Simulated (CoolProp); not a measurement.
Octamethyltrisiloxane (MDM) at 488.58 K and 0.315 MPa is throttled through a valve to 0.108 MPa with no heat exchange. Each further row changes one setting.

Computed with CoolProp (reference Helmholtz-energy equation of state, Thol 2017).

```tsv
case	temperature change (K)	final density (kg/m³)
as stated	-3.5	6.65
outlet pressure 0.0324 MPa	-4.7	1.93
outlet pressure 0.14 MPa	-3.0	8.74
```
